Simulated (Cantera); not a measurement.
**Diamond growth**

A diamond (100) surface in a fixed gas of H2 with x(CH4) = 0.0068, x(H) = 0.0046, at 1350 K, 0.0148 atm; coverages are run to steady state.

Detailed kinetics in Cantera: the Harris–Goodwin 1993 mechanism for the reconstructed diamond (100) surface.

```csv
x(CH3),growth (µm/h),θ c6HH,θ c6H*,θ c6*H,θ c6**,θ c6HM
1e-06,0.00211,0.364,0.0540,0.533,0.0492,2.56e-7
2.8e-06,0.00590,0.364,0.0540,0.533,0.0492,7.16e-7
7.8e-06,0.0164,0.364,0.0540,0.533,0.0492,1.99e-6
2.2e-05,0.0463,0.364,0.0540,0.533,0.0492,5.62e-6
6.1e-05,0.128,0.364,0.0540,0.533,0.0491,1.56e-5
0.00017,0.356,0.364,0.0540,0.533,0.0489,4.34e-5
0.00048,0.995,0.364,0.0540,0.532,0.0484,0.000122
0.0013,2.62,0.363,0.0539,0.531,0.0470,0.000327
0.0037,6.91,0.363,0.0537,0.529,0.0434,0.000904
```
θ: site fractions in the mechanism's names (c6HH fully hydrogenated, c6H* and c6*H radical sites, c6** diradical, c6HM methylated).
